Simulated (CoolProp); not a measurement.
Vapour-liquid equilibrium of benzene (1) + n-octane (2) at 470.6 K; x and y are mole fractions of (1).

Model: multi-fluid Helmholtz-energy mixture model, Thol 2012 and Beckmüller 2019; pair parameters Bell 2016, in CoolProp.

```
x     bubble pressure, mixture model (MPa)  bubble pressure, Raoult's law (MPa)  y, mixture model  y, Raoult's law
----  ------------------------------------  -----------------------------------  ----------------  ---------------
0.05                                0.5693                               0.5682             0.109            0.121
0.15                                0.6596                               0.6536             0.290            0.317
0.25                                0.7511                               0.7390             0.432            0.467
0.35                                0.8416                               0.8244             0.547            0.586
0.45                                0.9300                               0.9099             0.641            0.682
0.55                                 1.016                               0.9953             0.720            0.762
0.65                                 1.099                                1.081             0.790            0.830
0.75                                 1.181                                1.166             0.854            0.887
0.85                                 1.261                                1.252             0.914            0.937
0.95                                 1.340                                1.337             0.971            0.980
```

The largest gap from Raoult's law is +2.2 % in bubble pressure, at x = 0.45. No azeotrope shows between x = 0.05 and 0.95.

Pair parameters are fitted to limited data, so mixtures are less certain than the pure fluids.
